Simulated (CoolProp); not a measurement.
A single-stage vapour-compression cycle with R124: evaporating at 299.15 K (dew point), condensing at 346.15 K (bubble point), superheat 2 K, subcooling 5 K, compressor efficiency 0.6, no pressure losses. Each further row changes one setting.

Computed with CoolProp (reference Helmholtz-energy equation of state, de Vries 1995).

| case | cooling COP | pressure ratio | discharge temperature (K) | refrigerating effect (kJ/kg) | volumetric capacity (kJ/m³) |
|---|---|---|---|---|---|
| as stated | 2.94 | 3.42 | 357.4 | 97.3 | 2340 |
| evaporating temperature 304.15 K | 3.45 | 2.94 | [?] | 100 | 2790 |
| condensing temperature 341.15 K | 3.44 | 3.05 | [?] | 104 | 2500 |
| subcooling 10 K | 3.13 | 3.42 | 357.4 | 104 | 2500 |
| superheat 12 K | [?] | 3.42 | 367.6 | [?] | 2420 |
| compressor efficiency 0.5 | [?] | 3.42 | 364.1 | 97.3 | 2340 |

Problem. What belongs in the gaps?

Solution. 
- evaporating temperature 304.15 K, discharge temperature (K): 356.1
- condensing temperature 341.15 K, discharge temperature (K): 351.9
- superheat 12 K, cooling COP: 3.01
- superheat 12 K, refrigerating effect (kJ/kg): 105
- compressor efficiency 0.5, cooling COP: 2.45
